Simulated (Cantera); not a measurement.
A closed system holds: 1 mol Si, 4.9 mol HCl, 0.42 mol H₂, held at 0.390 bar.

Method: chemical equilibrium by Gibbs-energy minimisation in Cantera with the NASA 1993 tables (ideal gas, pure condensed phases). Candidate condensed phases: Si; 19 gas species. The tables' values for SiCl₃ are old estimates; treat these amounts as uncertain. Kinetics and transport are ignored.

x: gas mole fraction; nothing condenses.

```json
[
 {"T (K)": "650", "x H₂": "0.560", "x HCl": "0.208", "x SiCl₄": "0.231", "x SiHCl₃": "5.05e-5", "x SiCl₃": "1.80e-9", "x SiCl₂": "<1e-12"},
 {"T (K)": "700", "x H₂": "0.560", "x HCl": "0.208", "x SiCl₄": "0.231", "x SiHCl₃": "0.000127", "x SiCl₃": "1.87e-8", "x SiCl₂": "<1e-12"},
 {"T (K)": "750", "x H₂": "0.560", "x HCl": "0.209", "x SiCl₄": "0.231", "x SiHCl₃": "(withheld)", "x SiCl₃": "1.42e-7", "x SiCl₂": "(withheld)"},
 {"T (K)": "800", "x H₂": "0.560", "x HCl": "0.209", "x SiCl₄": "0.231", "x SiHCl₃": "(withheld)", "x SiCl₃": "8.29e-7", "x SiCl₂": "(withheld)"},
 {"T (K)": "850", "x H₂": "0.559", "x HCl": "0.209", "x SiCl₄": "0.230", "x SiHCl₃": "0.00102", "x SiCl₃": "3.91e-6", "x SiCl₂": "4.72e-9"},
 {"T (K)": "900", "x H₂": "0.558", "x HCl": "0.210", "x SiCl₄": "0.230", "x SiHCl₃": "0.00173", "x SiCl₃": "1.55e-5", "x SiCl₂": "4.96e-8"},
 {"T (K)": "950", "x H₂": "0.557", "x HCl": "0.211", "x SiCl₄": "0.229", "x SiHCl₃": "0.00277", "x SiCl₃": "5.25e-5", "x SiCl₂": "4.02e-7"},
 {"T (K)": "1000", "x H₂": "0.556", "x HCl": "0.213", "x SiCl₄": "0.227", "x SiHCl₃": "0.00418", "x SiCl₃": "0.000156", "x SiCl₂": "2.60e-6"},
 {"T (K)": "1050", "x H₂": "0.554", "x HCl": "0.215", "x SiCl₄": "0.225", "x SiHCl₃": "0.00602", "x SiCl₃": "0.000416", "x SiCl₂": "1.39e-5"},
 {"T (K)": "1100", "x H₂": "0.551", "x HCl": "0.218", "x SiCl₄": "0.222", "x SiHCl₃": "0.00829", "x SiCl₃": "0.000999", "x SiCl₂": "6.26e-5"},
 {"T (K)": "1150", "x H₂": "0.547", "x HCl": "0.222", "x SiCl₄": "0.218", "x SiHCl₃": "0.0109", "x SiCl₃": "0.00219", "x SiCl₂": "0.000241"},
 {"T (K)": "1200", "x H₂": "0.542", "x HCl": "0.228", "x SiCl₄": "0.212", "x SiHCl₃": "0.0137", "x SiCl₃": "0.00439", "x SiCl₂": "0.000799"},
 {"T (K)": "1250", "x H₂": "0.534", "x HCl": "0.236", "x SiCl₄": "0.203", "x SiHCl₃": "0.0163", "x SiCl₃": "0.00806", "x SiCl₂": "0.00229"},
 {"T (K)": "1300", "x H₂": "0.522", "x HCl": "0.249", "x SiCl₄": "0.191", "x SiHCl₃": "0.0182", "x SiCl₃": "0.0135", "x SiCl₂": "0.00564"}
]
```

**Question.** Complete the blanks.

**Answer.** 
- 750, x SiHCl₃: 0.000281
- 750, x SiCl₂: 1.60e-11
- 800, x SiHCl₃: 0.000559
- 800, x SiCl₂: 3.31e-10
